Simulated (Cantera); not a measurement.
## Silicon carbide growth: Si(CH3)4 + C2H4 + H2

A closed system holds: 1 mol Si(CH3)4, 0.66 mol C2H4, 600 mol H2, at 2298.15 K.

These are equilibrium values from Cantera (NASA tables, ideal gas, pure condensed phases), not measurements of a reactor. Candidate condensed phases: C, C6H6, C7H8, C8H18, Si, SiC; 87 gas species. Gases not in the tables: Si2H6 and higher silanes. Equilibrium is a limit: real reactors are often held back by kinetics, nucleation or transport.

From 100 Pa to 3200 Pa the condensed part is C(graphite). At 10000 Pa nothing is condensed. From 32000 Pa to 100000 Pa the condensed part is SiC(s). The main Si-bearing gas is Si throughout.

```tsv
P (Pa)	x H2	x H	x C2H2 (acetylene)	x Si	x CH4	n C(graphite)	n SiC(s)
100	0.735	0.260	0.00315	0.00124	1.16e-7	0.547	0
320	0.840	0.155	0.00359	0.00130	4.85e-7	0.268	0
1000	0.903	0.0911	0.00387	0.00131	1.75e-6	0.103	0
3200	0.942	0.0520	0.00403	0.00126	6.11e-6	0.00244	0
10000	0.965	0.0298	0.00408	0.00112	1.99e-5	0	0
32000	0.979	0.0168	0.00375	0.000432	6.23e-5	0	0.561
100000	0.986	0.00952	0.00354	0.000143	0.000191	0	0.812
```
x: gas mole fraction; n: condensed amount in mol.
